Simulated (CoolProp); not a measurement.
Vapour-liquid equilibrium of isopentane (1) + R365MFC (2) at 131.75 °C; x and y are mole fractions of (1).

Model: multi-fluid Helmholtz-energy mixture model, Lemmon 2006 and Lemmon 2016; pair parameters Bell 2016, in CoolProp.

```json
[
 {"x": "0.05", "bubble pressure (bar)": "12.72", "y at the bubble point": "0.094", "dew pressure at overall composition x (bar)": "12.30", "liquid density (mol/L)": "6.519"},
 {"x": "0.125", "bubble pressure (bar)": "13.82", "y at the bubble point": "0.205", "dew pressure at overall composition x (bar)": "13.02", "liquid density (mol/L)": "6.436"},
 {"x": "0.2", "bubble pressure (bar)": "14.71", "y at the bubble point": "0.292", "dew pressure at overall composition x (bar)": "13.77", "liquid density (mol/L)": "6.359"},
 {"x": "0.275", "bubble pressure (bar)": "15.40", "y at the bubble point": "0.363", "dew pressure at overall composition x (bar)": "14.54", "liquid density (mol/L)": "6.292"},
 {"x": "0.35", "bubble pressure (bar)": "15.91", "y at the bubble point": "0.424", "dew pressure at overall composition x (bar)": "15.27", "liquid density (mol/L)": "6.237"},
 {"x": "0.425", "bubble pressure (bar)": "16.27", "y at the bubble point": "0.479", "dew pressure at overall composition x (bar)": "15.91", "liquid density (mol/L)": "6.198"},
 {"x": "0.5", "bubble pressure (bar)": "16.49", "y at the bubble point": "0.529", "dew pressure at overall composition x (bar)": "16.38", "liquid density (mol/L)": "6.179"},
 {"x": "0.575", "bubble pressure (bar)": "16.57", "y at the bubble point": "0.579", "dew pressure at overall composition x (bar)": "16.57", "liquid density (mol/L)": "6.184"},
 {"x": "0.65", "bubble pressure (bar)": "16.53", "y at the bubble point": "0.629", "dew pressure at overall composition x (bar)": "16.46", "liquid density (mol/L)": "6.213"},
 {"x": "0.725", "bubble pressure (bar)": "16.33", "y at the bubble point": "0.683", "dew pressure at overall composition x (bar)": "16.08", "liquid density (mol/L)": "6.267"},
 {"x": "0.8", "bubble pressure (bar)": "15.95", "y at the bubble point": "0.744", "dew pressure at overall composition x (bar)": "15.49", "liquid density (mol/L)": "6.344"},
 {"x": "0.875", "bubble pressure (bar)": "15.33", "y at the bubble point": "0.818", "dew pressure at overall composition x (bar)": "14.79", "liquid density (mol/L)": "6.442"},
 {"x": "0.95", "bubble pressure (bar)": "14.40", "y at the bubble point": "0.915", "dew pressure at overall composition x (bar)": "14.05", "liquid density (mol/L)": "6.557"}
]
```

y crosses x between x = 0.575 and 0.65: the model has an azeotrope there.

Pair parameters are fitted to limited data, so mixtures are less certain than the pure fluids.
